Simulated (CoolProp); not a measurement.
Octamethylcyclotetrasiloxane (D4) along the isobar 8020 kPa: fugacity coefficient from the reference equation and from simpler models built on Tc = 313.4 °C, pc = 1347 kPa, ω = 0.598; each cubic takes its own stable root.

Computed with CoolProp (reference Helmholtz-energy equation of state, Thol 2015).

| T (°C) | phase | reference | van der Waals | Redlich-Kwong | Soave-Redlich-Kwong | Peng-Robinson |
|---|---|---|---|---|---|---|
| 277.15 | liquid | 0.1486 | 0.2690 | 0.1907 | 0.1645 | 0.1467 |
| 285.85 | liquid | 0.1649 | 0.2799 | 0.2039 | 0.1829 | 0.1631 |
| 294.55 | liquid | 0.1820 | 0.2907 | 0.2174 | 0.2023 | 0.1804 |
| 303.35 | liquid | 0.2000 | 0.3018 | 0.2312 | 0.2228 | 0.1986 |
| 312.05 | liquid | 0.2185 | 0.3127 | 0.2451 | 0.2439 | 0.2175 |
| 320.75 | supercritical | 0.2377 | 0.3237 | 0.2591 | 0.2658 | 0.2370 |
| 329.45 | supercritical | 0.2575 | 0.3346 | 0.2733 | 0.2883 | 0.2571 |
| 338.15 | supercritical | 0.2777 | 0.3455 | 0.2876 | 0.3115 | 0.2778 |
| 346.85 | supercritical | 0.2984 | 0.3565 | 0.3020 | 0.3351 | 0.2990 |
